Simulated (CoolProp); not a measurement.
Vapour-liquid equilibrium of diethyl ether (1) + methanol (2) at 15 bar; x and y are mole fractions of (1).

Model: multi-fluid Helmholtz-energy mixture model, Thol 2014 and de Reuck 1993; pair parameters Bell 2016, in CoolProp.

```tsv
x	bubble temperature (K)	y at the bubble point	dew temperature at overall composition x (K)	liquid density (mol/L)
0.05	423.4	0.096	424.8	18.74
0.15	418.8	0.247	421.8	16.53
0.25	415.5	0.360	418.8	14.68
0.35	413.1	0.449	415.8	13.12
0.45	411.4	0.524	413.0	11.81
0.55	410.3	0.593	410.9	10.69
0.65	409.7	0.663	409.8	9.727
0.75	409.7	0.739	409.8	8.903
0.85	410.5	0.827	410.8	8.188
0.95	412.2	0.935	412.5	7.558
```

y crosses x between x = 0.65 and 0.75: the model has an azeotrope there.

Pair parameters are fitted to limited data, so mixtures are less certain than the pure fluids.
